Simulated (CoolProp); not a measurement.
Vapour-liquid equilibrium of propylene (1) + R142b (2) at 270 K; x and y are mole fractions of (1).

Model: multi-fluid Helmholtz-energy mixture model, Lemmon 2013 and Lemmon 2006; pair parameters Bell 2016, in CoolProp.

| x | bubble pressure, mixture model (kPa) | bubble pressure, Raoult's law (kPa) | y, mixture model | y, Raoult's law |
|---|---|---|---|---|
| 0.05 | 151.9 | 148.4 | 0.190 | 0.179 |
| 0.2 | 222.5 | 208.8 | 0.521 | 0.509 |
| 0.35 | 289.3 | 269.3 | 0.689 | 0.690 |
| 0.5 | 350.2 | 329.7 | 0.792 | 0.805 |
| 0.65 | 406.1 | 390.1 | 0.865 | 0.885 |
| 0.8 | 459.3 | 450.5 | 0.924 | 0.943 |
| 0.95 | 512.7 | 510.9 | 0.981 | 0.987 |

The largest gap from Raoult's law is +7.4 % in bubble pressure, at x = 0.35. No azeotrope shows between x = 0.05 and 0.95.

Pair parameters are fitted to limited data, so mixtures are less certain than the pure fluids.
